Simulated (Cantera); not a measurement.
Charge: 1 mol Si3N4, 14 mol NF3, 76 mol N2, held at 1200 K and 1.00 bar.

Equilibrium computed with Cantera from the NASA thermochemical tables; the gas is ideal and each condensed phase is pure. Candidate condensed phases: Si, Si3N4; 16 gas species. Equilibrium is a limit: real reactors are often held back by kinetics, nucleation or transport.

Base state: N2 0.770, F 0.134, F2 0.0681, SiF4 0.0272, NF3 0.000486 (mole fractions); condensed: gas only.

### Question
What changes in the equilibrium state with this change: Si3N4 replaced by BN?

### Answer
| species | before | after |
|---|---|---|
| N2 | 0.770 | 0.740 |
| F | 0.134 | 0.157 |
| F2 | 0.0681 | 0.0932 |
| SiF4 | 0.0272 | 0 |
| BF3 | 0 | 0.00887 |
| NF3 | 0.000486 | 0.000763 |
Further candidate phases: B, BN.
